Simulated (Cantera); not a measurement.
A perfectly stirred reactor is fed with CH4 : CO : O2 : N2 = 1 : 1 : 2.08 : 11.9 (molar parts), equivalence ratio 1.2, at 1.01 bar; it is adiabatic with a 500 K inlet, and is followed from long to short residence time, starting on the burning branch (τ in s: 0.44, 0.18, 0.073, 0.03, 0.012, 0.005, 0.0021, 0.00084, 0.00034, 0.00014, 5.7e-05).

Detailed kinetics in Cantera: GRI-Mech 3.0 (53 species, 325 reactions).

Q: Predict: blow-out, bracketed by the residence times tried; x(CH4) at τ = 0.440 s; x(CO) at τ = 0.440 s; x(O2) at τ = 0.440 s; x(CH2CO) at τ = 0.440 s; x(CH4) at τ = 5.00 ms; x(CO) at τ = 5.00 ms; x(O2) at τ = 5.00 ms; x(CH2CO) at τ = 5.00 ms.

A: 
```
Quantity                                                                         Value
------------------------------------------------  ------------------------------------
blow-out, bracketed by the residence times tried  burning at 0.340 ms, out at 0.140 ms
x(CH4) at τ = 0.440 s                                                          5.24e-6
x(CO) at τ = 0.440 s                                                            0.0409
x(O2) at τ = 0.440 s                                                          0.000117
x(CH2CO) at τ = 0.440 s                                                        1.16e-8
x(CH4) at τ = 5.00 ms                                                          4.28e-5
x(CO) at τ = 5.00 ms                                                            0.0439
x(O2) at τ = 5.00 ms                                                           0.00258
x(CH2CO) at τ = 5.00 ms                                                        4.04e-8
```
